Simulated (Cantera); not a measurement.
Feed: 1 mol FeS2, 1.4 mol SO2, 1.2 mol O2, equilibrated at 1898.15 K and 0.0133 bar.

Method: chemical equilibrium by Gibbs-energy minimisation in Cantera with the NASA 1993 tables (ideal gas, pure condensed phases). Candidate condensed phases: Fe, FeO, FeS, FeSO4, FeS2, Fe2O3, Fe2(SO4)3, Fe3O4, S; 12 gas species. The tables' stoichiometric FeO is somewhat more stable than real wüstite, so its field is too wide. FeO: taken at fixed stoichiometry. The numbers say what is thermodynamically allowed, not how fast it happens.

Base state: SO2 0.686, S2 0.196, SO 0.107, S 0.00604, S2O 0.00387, Fe 0.00134, FeO 5.81e-5 (mole fractions); condensed: FeO(l).

### Question
What changes in the equilibrium state with this change: temperature from 1898.15 K to 1600 K?

### Answer
| species | before | after |
|---|---|---|
| SO2 | 0.686 | 0.743 |
| S2 | 0.196 | 0.224 |
| SO | 0.107 | 0.0275 |
| Fe | 0.00134 | 5.81e-6 |
| FeO | 5.81e-5 | 2.25e-7 |
| S | 0.00604 | 0.000496 |
| S2O | 0.00387 | 0.00468 |
| FeO(l), mol | 0.996 | 0 |
| FeO(s), mol | 0 | 1.000 |

### Question
What changes in the equilibrium state with this change: O2 from 1.2 to 0.12 mol?

### Answer
```json
[
 {"species": "S2", "before": "0.196", "after": "0.486"},
 {"species": "SO2", "before": "0.686", "after": "0.394"},
 {"species": "SO", "before": "0.107", "after": "0.102"},
 {"species": "Fe", "before": "0.00134", "after": "0.00222"},
 {"species": "S", "before": "0.00604", "after": "0.00951"},
 {"species": "S2O", "before": "0.00387", "after": "0.00580"},
 {"species": "FeO(l), mol", "before": "0.996", "after": "0.995"}
]
```

### Question
What changes in the equilibrium state with this change: 0.058 mol H2S added?

### Answer
| species | before | after |
|---|---|---|
| SO2 | 0.686 | 0.659 |
| S2 | 0.196 | 0.203 |
| SO | 0.107 | 0.106 |
| H2O | 0 | 0.0135 |
| Fe | 0.00134 | 0.00138 |
| H2 | 0 | 0.00496 |
| SH | 0 | 0.00178 |
| FeO(l), mol | 0.996 | 0.996 |
Further candidate phases: Fe(OH)2, Fe(OH)3, H2O, H2SO4.
